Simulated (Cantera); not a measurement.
Charge: 1 mol CaO, 4.3 mol H2S, 0.82 mol N2, at 0.620 bar.

Method: chemical equilibrium by Gibbs-energy minimisation in Cantera with the NASA 1993 tables (ideal gas, pure condensed phases). Candidate condensed phases: Ca, CaO, Ca(OH)2, CaS, CaSO4, H2O, H2SO4, S; 41 gas species. Gases not in the tables: S3 to S7. Equilibrium is a limit: real reactors are often held back by kinetics, nucleation or transport.

log p: log10 of the partial pressure in bar; n: condensed amount in mol.

| T (K) | log p H2S | log p H2 | log p S2 | log p H2O | log p N2 | log p SH | log p SO2 | n CaS(s) |
|---|---|---|---|---|---|---|---|---|
| 1250 | -0.55 | -1.06 | -1.36 | -0.95 | -1.03 | -3.52 | ___ | 1.00 |
| 1300 | -0.58 | -0.98 | -1.29 | -0.96 | -1.04 | -3.32 | ___ | 1.00 |
| 1350 | -0.62 | -0.92 | -1.22 | -0.96 | -1.05 | -3.15 | ___ | 1.00 |
| 1400 | -0.66 | -0.86 | -1.17 | -0.97 | -1.05 | -2.99 | ___ | 1.00 |
| 1450 | -0.71 | -0.81 | -1.12 | -0.98 | -1.06 | -2.85 | ___ | 1.00 |
| 1500 | -0.75 | -0.77 | -1.08 | -0.98 | -1.07 | -2.72 | ___ | 1.00 |
| 1550 | -0.80 | -0.74 | -1.05 | -0.99 | -1.07 | -2.60 | ___ | 1.00 |
| 1600 | -0.85 | -0.71 | -1.02 | -1.00 | -1.08 | -2.49 | ___ | 1.00 |
| 1650 | -0.91 | -0.68 | -0.99 | -1.00 | -1.08 | -2.39 | ___ | 1.00 |
| 1700 | -0.96 | -0.66 | -0.97 | -1.01 | -1.09 | -2.30 | ___ | 1.00 |
| 1750 | -1.01 | -0.64 | -0.96 | -1.01 | -1.09 | -2.22 | ___ | 1.00 |
| 1800 | -1.07 | -0.63 | -0.94 | -1.02 | -1.10 | -2.15 | ___ | 1.00 |

Fill in the missing entries.


- 1250, log p SO2: -4.10
- 1300, log p SO2: -4.00
- 1350, log p SO2: -3.90
- 1400, log p SO2: -3.81
- 1450, log p SO2: -3.72
- 1500, log p SO2: -3.63
- 1550, log p SO2: -3.54
- 1600, log p SO2: -3.45
- 1650, log p SO2: -3.36
- 1700, log p SO2: -3.28
- 1750, log p SO2: -3.19
- 1800, log p SO2: -3.11
